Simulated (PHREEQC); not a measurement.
Dissolve 0.042 mol CdSO4, 0.085 mol H3BO3 and 0.05 mol HCl per kg of water at 25 °C. Closed to the air; pH follows from the charge balance.

All values are PHREEQC results (ion-association model, phreeqc.dat), not measurements.

```json
[
 {"quantity": "pH", "before": "1.57", "after": "1.62"},
 {"quantity": "ionic strength (mol/kgw)", "before": "0.110", "after": "0.143"},
 {"quantity": "Cl- (mol/kgw)", "before": "0.0313", "after": "0.0274"},
 {"quantity": "HSO4- (mol/kgw)", "before": "0.0173", "after": "0.0206"},
 {"quantity": "H2BO3- (mol/kgw)", "before": "2.41e-9", "after": "2.79e-9"}
]
```

Task: What was changed between the two runs?
A) diluted 10-fold with water
B) CdSO4 from 0.042 to 0.063 mol/kgw
C) CdSO4 replaced by CuSO4 at the same molality

Result: B, CdSO4 from 0.042 to 0.063 mol/kgw

This is a speciation only: nothing precipitates in the calculation.
